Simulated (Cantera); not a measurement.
Input: 1 mol PbO, 1.4 mol CO, 0.53 mol CH₄, at 0.465 Torr.

Method: chemical equilibrium by Gibbs-energy minimisation in Cantera with the NASA 1993 tables (ideal gas, pure condensed phases). Candidate condensed phases: C, C₆H₆, C₇H₈, C₈H₁₈, H₂O, Pb, PbO, PbO₂, Pb₃O₄; 113 gas species. Rates play no part.

x: gas mole fraction; n: condensed amount in mol.

```json
[
 {"T (K)": "1098", "x CO": "0.442", "x Pb": "0.188", "x H₂": "0.242", "x CO₂": "0.0822", "x H₂O": "0.0454", "x H": "4.89e-7", "x PbO": "?", "n Pb(l)": "0.306"},
 {"T (K)": "1148", "x CO": "0.412", "x Pb": "0.251", "x H₂": "0.220", "x CO₂": "0.0722", "x H₂O": "0.0456", "x H": "1.35e-6", "x PbO": "?", "n Pb(l)": "0"},
 {"T (K)": "1198", "x CO": "0.415", "x Pb": "0.251", "x H₂": "0.217", "x CO₂": "0.0688", "x H₂O": "0.0490", "x H": "3.55e-6", "x PbO": "?", "n Pb(l)": "0"},
 {"T (K)": "1248", "x CO": "0.418", "x Pb": "0.251", "x H₂": "0.213", "x CO₂": "0.0656", "x H₂O": "0.0522", "x H": "8.67e-6", "x PbO": "?", "n Pb(l)": "0"},
 {"T (K)": "1298", "x CO": "0.421", "x Pb": "0.251", "x H₂": "0.211", "x CO₂": "0.0627", "x H₂O": "0.0551", "x H": "1.97e-5", "x PbO": "?", "n Pb(l)": "0"},
 {"T (K)": "1348", "x CO": "0.424", "x Pb": "0.251", "x H₂": "0.208", "x CO₂": "0.0601", "x H₂O": "0.0577", "x H": "4.24e-5", "x PbO": "?", "n Pb(l)": "0"},
 {"T (K)": "1398", "x CO": "0.426", "x Pb": "0.251", "x H₂": "0.205", "x CO₂": "0.0576", "x H₂O": "0.0601", "x H": "8.61e-5", "x PbO": "?", "n Pb(l)": "0"},
 {"T (K)": "1448", "x CO": "0.428", "x Pb": "0.251", "x H₂": "0.203", "x CO₂": "0.0554", "x H₂O": "0.0623", "x H": "0.000167", "x PbO": "?", "n Pb(l)": "0"},
 {"T (K)": "1498", "x CO": "0.430", "x Pb": "0.251", "x H₂": "0.201", "x CO₂": "0.0534", "x H₂O": "0.0644", "x H": "0.000309", "x PbO": "?", "n Pb(l)": "0"}
]
```

Question: Complete the blanks.

Answer: 
- 1098, x PbO: 3.63e-7
- 1148, x PbO: 9.60e-7
- 1198, x PbO: 1.79e-6
- 1248, x PbO: 3.18e-6
- 1298, x PbO: 5.37e-6
- 1348, x PbO: 8.70e-6
- 1398, x PbO: 1.36e-5
- 1448, x PbO: 2.06e-5
- 1498, x PbO: 3.03e-5
